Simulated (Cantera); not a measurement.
Mixture: H2 : O2 : N2 : H2O = 1 : 0.769 : 2.89 : 3.3 (molar parts), equivalence ratio 0.65, at 5.00 bar, adiabatic and at constant volume. Ignition delay is the time to a rise of 400 K.

Detailed kinetics in Cantera: the H2/O2 subset of GRI-Mech 3.0, which has no nitrogen chemistry. The hydrogen kinetics of GRI-Mech 3.0 are dated; newer H2 mechanisms differ, most at raised pressure.

Q: At T0 = 1200 K, what is the delay, and which 8 reactions control it most (d ln τ / d ln k, from doubling and halving each rate constant)?

A: The delay is 0.651 ms.
```tsv
reaction	d ln τ / d ln k	faster rate
H + O2 <=> O + OH	-0.85	shortens it
H + O2 + H2O <=> HO2 + H2O	0.64	lengthens it
H + H2O2 <=> H2 + HO2	-0.39	shortens it
2 OH (+M) <=> H2O2 (+M)	-0.29	shortens it
H + HO2 <=> 2 OH	-0.10	shortens it
H2 + OH <=> H + H2O	-0.08	shortens it
2 HO2 <=> H2O2 + O2	-0.07	shortens it
H + O2 + N2 <=> HO2 + N2	0.04	lengthens it
```
